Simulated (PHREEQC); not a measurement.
Solution (94 °C): 0.0067 mol/kgw ZnI2. Closed to the air; pH follows from the charge balance.

Model: ion-association model, wateq4f.dat, run in PHREEQC.

```json
[
 {"quantity": "pH", "before": "4.77", "after": "5.04"},
 {"quantity": "ionic strength (mol/kgw)", "before": "0.0201", "after": "0.0201"}
]
```

**Question.** What was changed between the two runs?
A) temperature from 94 to 70 °C
B) ZnI2 from 0.0067 to 0.0335 mol/kgw
C) ZnI2 replaced by KI at the same molality
D) 0.00065 mol/kgw Ag2SO4 added
E) 0.0038 mol/kgw HF added

**Answer.** A, temperature from 94 to 70 °C

No solid was allowed to form. Constants without temperature data keep their 25 °C values here.
